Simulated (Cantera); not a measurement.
An adiabatic, constant-pressure homogeneous reactor starts with CH₄ : O₂ : N₂ = 1 : 5.26 : 19.8 (molar parts), equivalence ratio 0.38, at 1650 K and 13.0 bar. Integrator tolerance rtol = 1e-08.

Detailed kinetics in Cantera: GRI-Mech 3.0 (53 species, 325 reactions). The pressure lies above the range GRI-Mech 3.0 was tuned for (to about 10 atm).

```csv
quantity,before,after
time of steepest temperature rise,33.4 µs,60.2 µs
temperature at 2.00 s,2395 K,2332 K
equilibrium temperature,2395 K,2332 K
x(CH₄) at 2.00 s,<1e-12 (gas-phase equilibrium <1e-12),<1e-12 (gas-phase equilibrium <1e-12)
x(O₂) at 2.00 s,0.117 (gas-phase equilibrium 0.117),0.118 (gas-phase equilibrium 0.118)
x(HCO) at 2.00 s,8.71e-11 (gas-phase equilibrium 8.71e-11),4.09e-11 (gas-phase equilibrium 4.09e-11)
x(CH₂O) at 2.00 s,<1e-12 (gas-phase equilibrium <1e-12),<1e-12 (gas-phase equilibrium <1e-12)
x(CH₂) at 2.00 s,<1e-12 (gas-phase equilibrium <1e-12),<1e-12 (gas-phase equilibrium <1e-12)
x(O) at 2.00 s,0.000807 (gas-phase equilibrium 0.000807),0.000570 (gas-phase equilibrium 0.000570)
x(CH₂CO) at 2.00 s,<1e-12 (gas-phase equilibrium <1e-12),<1e-12 (gas-phase equilibrium <1e-12)
```

### Question
Name the change that produced these shifts.
A. initial temperature 1650 to 1600 K
B. pressure from 13.0 bar to 0.660 bar
C. initial temperature 1650 to 1573 K
D. constant volume in place of constant pressure

### Answer
C, initial temperature 1650 to 1573 K
